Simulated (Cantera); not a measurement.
Cantera with NASA thermochemical tables; ideal gases at 1 bar, condensed phases pure. Values are per mole of reaction as written; species without (g) are pure solids or liquids, kept so even where they would boil at 1 bar.

12 NiS + CS2(g) + 2 H2S(g) → 4 Ni3S4 + CH4(g), with ΔH° = -300.6 kJ and ΔS° = -353.0 J/K at 300 K.

How far is the shortcut ΔG° ≈ ΔH°(300 K) − T·ΔS°(300 K) from the full temperature-dependent value at 373, 398, 423, 448, 473, 498, 523, 548 K?


| T (K) | shortcut (kJ) | full (kJ) | difference (kJ) | difference in log10 K |
|---|---|---|---|---|
| 373 | -168.9 | -169.1 | 0.1 | -0.02 |
| 398 | -160.1 | -160.4 | 0.3 | -0.04 |
| 423 | -151.3 | -151.7 | 0.5 | -0.06 |
| 448 | -142.4 | -143.1 | 0.7 | -0.08 |
| 473 | -133.6 | -134.6 | 1.0 | -0.11 |
| 498 | -124.8 | -126.1 | 1.3 | -0.14 |
| 523 | -116.0 | -117.8 | 1.8 | -0.18 |
| 548 | -107.2 | -109.4 | 2.3 | -0.22 |
The shortcut ignores the heat-capacity change of the reaction.
